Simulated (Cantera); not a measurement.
Standard-state values (1 bar) from the NASA 1993 polynomials, evaluated with Cantera. Values are per mole of reaction as written; species without (g) are pure solids or liquids, kept so even where they would boil at 1 bar.

3 NiS + H₂S(g) = 2 H(g) + Ni₃S₄

```tsv
T (K)	ΔH° (kJ)	ΔS° (J/K)	ΔG° (kJ)	log10 K
300	?	?	?	?
548	427.8	72.4	388.2	-37.00
573	?	?	?	?
598	430.0	76.2	384.4	-33.58
```

Task: Some entries are withheld; supply them.

Result: 
- 300, ΔH° (kJ): 419.0
- 300, ΔS° (J/K): 51.4
- 300, ΔG° (kJ): 403.6
- 300, log10 K: -70.28
- 573, ΔH° (kJ): 428.9
- 573, ΔS° (J/K): 74.3
- 573, ΔG° (kJ): 386.3
- 573, log10 K: -35.22
